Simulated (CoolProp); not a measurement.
A simple Rankine cycle with R141b: condensing at 327.15 K, boiler at 2.54 MPa, turbine inlet 499 K, turbine efficiency 0.75, pump efficiency 0.6, no recuperator. Each further row changes one setting.

Values from CoolProp's reference Helmholtz-energy equation of state, Lemmon 2006. It is a short technical equation, of lower accuracy than the large ones.

| case | thermal efficiency (%) | net work (kJ/kg) | heat in (kJ/kg) | turbine exit temperature (K) | volume ratio over the turbine |
|---|---|---|---|---|---|
| as stated | 14.8 | 50.9 | 344 | 419.2 | 12.6 |
| condensing temperature 319.15 K | 15.8 | 55.9 | 354 | 413.1 | 15.9 |
| boiler pressure 1.78 MPa | 13.2 | 46.7 | 354 | 434.0 | 8.44 |
| turbine efficiency 0.65 | 12.7 | 43.7 | 344 | 426.9 | 12.8 |
